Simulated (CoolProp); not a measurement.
Properties of ammonia along the isotherm 43.95 °C (Tc = 132.4 °C, pc = 11.36 MPa, ω = 0.256).

Values from CoolProp's reference Helmholtz-energy equation of state, Gao 2020.

| p (MPa) | phase | isothermal compressibility (1/MPa) | fugacity coefficient |
|---|---|---|---|
| 4.37 | liquid | 0.002094 | [?] |
| 8.74 | liquid | 0.001924 | 0.1843 |
| 13.1 | liquid | 0.001783 | [?] |
| 17.5 | liquid | 0.001663 | 0.1014 |
| 21.9 | liquid | [?] | 0.08497 |
| 26.2 | liquid | 0.001473 | [?] |
| 30.6 | liquid | 0.001394 | [?] |
| 35 | liquid | 0.001324 | 0.06121 |
| 39.3 | liquid | 0.001263 | [?] |
| 43.7 | liquid | 0.001207 | 0.05376 |
| 48.1 | liquid | 0.001156 | [?] |
| 52.4 | liquid | 0.001111 | 0.04912 |
| 56.8 | liquid | 0.001068 | 0.04743 |

### Question
Fill in the missing entries.

### Answer

- 4.37, fugacity coefficient: 0.3510
- 13.1, fugacity coefficient: 0.1290
- 21.9, isothermal compressibility (1/MPa): 0.001560
- 26.2, fugacity coefficient: 0.07441
- 30.6, fugacity coefficient: 0.06680
- 39.3, fugacity coefficient: 0.05706
- 48.1, fugacity coefficient: 0.05115
